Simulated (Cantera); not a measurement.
Cantera run, input and output.

```python
import numpy as np
import cantera as ct

surf = ct.Interface("diamond.yaml", "diamond_100")
gas, bulk = surf.adjacent["gas"], surf.adjacent["diamond"]
k = surf.kinetics_species_index(bulk.species_names[0])
cover = ["c6HH", "c6H*", "c6*H", "c6**", "c6HM", "c6B"]

rows, drift = [], 0.0
print(f"{'xH':>10s}{'um/h':>11s}" + "".join(f"{s:>11s}" for s in cover))
for v in [0.0001, 0.00025, 0.0006, 0.0015, 0.0036, 0.0089, 0.022, 0.054, 0.13]:
    T, P, xH, xCH3 = 1398, 2700, v, 1.4e-05
    gas.TPX = T, P, {"H": xH, "CH3": xCH3, "CH4": 0.0028, "H2": 1 - xH - xCH3 - 0.0028}
    surf.TP = bulk.TP = T, P
    surf.coverages = "c6H*:0.1, c6HH:0.9"
    surf.advance_coverages(100.0)
    before = surf.coverages
    surf.advance_coverages(100.0)
    drift = max(drift, np.max(np.abs(surf.coverages - before) / (surf.coverages + 1e-9)))
    rate = surf.net_production_rates[k] * bulk.mean_molecular_weight / bulk.density * 3.6e9
    rows.append([rate, *surf[cover].coverages])
    print(f"{v:10.4g}{rate:11.4e}" + "".join(f"{x:11.3e}" for x in rows[-1][1:]))
```

It prints:

```
        xH       um/h       c6HH       c6H*       c6*H       c6**       c6HM        c6B
    0.0001 1.8584e-04  7.091e-01  2.826e-02  2.594e-01  3.191e-03  8.871e-07  5.043e-13
   0.00025 1.4130e-03  5.623e-01  4.198e-02  3.854e-01  1.027e-02  1.334e-06  3.834e-12
    0.0006 6.8171e-03  4.517e-01  5.158e-02  4.734e-01  2.324e-02  1.712e-06  1.850e-11
    0.0015 2.2886e-02  3.830e-01  5.668e-02  5.203e-01  4.003e-02  2.097e-06  6.210e-11
    0.0036 4.8588e-02  3.502e-01  5.862e-02  5.380e-01  5.315e-02  2.503e-06  1.318e-10
    0.0089 7.7240e-02  3.348e-01  5.937e-02  5.446e-01  6.122e-02  2.854e-06  2.096e-10
     0.022 1.0428e-01  3.283e-01  5.970e-02  5.469e-01  6.514e-02  3.026e-06  2.830e-10
     0.054 1.3847e-01  3.255e-01  5.997e-02  5.476e-01  6.690e-02  2.993e-06  3.758e-10
      0.13 1.9571e-01  3.244e-01  6.040e-02  5.474e-01  6.775e-02  2.737e-06  5.311e-10
```

Detailed kinetics in Cantera: the Harris–Goodwin 1993 mechanism for the reconstructed diamond (100) surface.
